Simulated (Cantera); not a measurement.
A closed system holds: 1 mol CsCl, 0.093 mol H₂O, 43 mol N₂, 0.32 mol HF, equilibrated at 1.33 mbar.

Equilibrium computed with Cantera from the NASA thermochemical tables; the gas is ideal and each condensed phase is pure. Candidate condensed phases: Cs, CsCl, CsF, CsOH, H₂O, NH₄Cl; 57 gas species. Equilibrium is a limit: real reactors are often held back by kinetics, nucleation or transport. All values below are at 1452 °C.

Base state: N₂ 0.968, CsCl 0.0211, HF 0.00590, H₂O 0.00191, CsF 0.00130, HCl 0.00114, Cl 0.000309, H₂ 0.000210 (mole fractions); condensed: gas only.

### Question
What changes in the equilibrium state with this change: 0.25 mol H₂ added?

### Answer
| species | before | after |
|---|---|---|
| N₂ | 0.968 | 0.962 |
| CsCl | 0.0211 | 0.0208 |
| HF | 0.00590 | 0.00613 |
| H₂ | 0.000210 | 0.00520 |
| Cs | 0.000138 | 0.000523 |
| O₂ | 4.16e-5 | 7.99e-8 |
| NO | 4.97e-5 | 2.17e-6 |
| O | 1.03e-5 | 4.49e-7 |
